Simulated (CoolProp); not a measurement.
Vapour-liquid equilibrium of R1234yf (1) + R134a (2) at 228.5 K; x and y are mole fractions of (1).

Values from CoolProp's multi-fluid Helmholtz-energy mixture model, Lemmon 2022 and Tillner-Roth 1994; pair parameters Bell 2022.

| x | bubble pressure (kPa) | y at the bubble point | dew pressure at overall composition x (kPa) | liquid density (mol/L) |
|---|---|---|---|---|
| 0.05 | 41.21 | 0.079 | 40.72 | 13.86 |
| 0.2 | 44.41 | 0.270 | 43.25 | 13.40 |
| 0.35 | [?] | 0.420 | [?] | [?] |
| 0.5 | [?] | 0.551 | [?] | [?] |
| 0.65 | 49.25 | 0.675 | 49.10 | [?] |
| 0.8 | 49.69 | 0.803 | 49.69 | 11.86 |
| 0.95 | 49.53 | 0.947 | 49.52 | [?] |

Some entries are withheld; supply them.


- 0.35, bubble pressure (kPa): 46.68
- 0.35, dew pressure at overall composition x (kPa): 45.67
- 0.35, liquid density (mol/L): 12.97
- 0.5, bubble pressure (kPa): 48.26
- 0.5, dew pressure at overall composition x (kPa): 47.71
- 0.5, liquid density (mol/L): 12.57
- 0.65, liquid density (mol/L): 12.20
- 0.95, liquid density (mol/L): 11.54

y crosses x between x = 0.8 and 0.95: the model has an azeotrope there.

The pair parameters rest on a limited set of measurements; away from them the model extrapolates.
